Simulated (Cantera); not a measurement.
**Moist CO burnout**

A perfectly stirred reactor is fed with 0.841 % CO, 5.70 % O2, 0.0411 % H2O, 93.4 % N2, equivalence ratio 0.074, at 3.70 bar; it is held at 1148 K, and followed from long to short residence time.

Computed with Cantera and GRI-Mech 3.0 (53 species, 325 reactions).

```
τ (s)       x CO    x O2     x H2O      x NO     x N2O
-------  -------  ------  --------  --------  --------
0.51     0.00341  0.0546  0.000411   1.13e-7   2.07e-6
0.22     0.00508  0.0554  0.000410   3.91e-8   1.34e-6
0.095    0.00655  0.0561  0.000409   1.04e-8   7.38e-7
0.041    0.00752  0.0566  0.000409   2.22e-9   3.51e-7
0.018    0.00804  0.0568  0.000409  4.03e-10   1.50e-7
0.0076   0.00829  0.0569  0.000410  4.85e-11   5.06e-8
0.0033   0.00840  0.0570  0.000411  1.07e-12   6.65e-9
0.0014   0.00841  0.0570  0.000411    <1e-12  1.72e-10
0.00061  0.00841  0.0570  0.000411    <1e-12  3.47e-11
0.00026  0.00841  0.0570  0.000411    <1e-12  7.45e-12
```
x: mole fraction; the columns are a selection and need not sum to one.
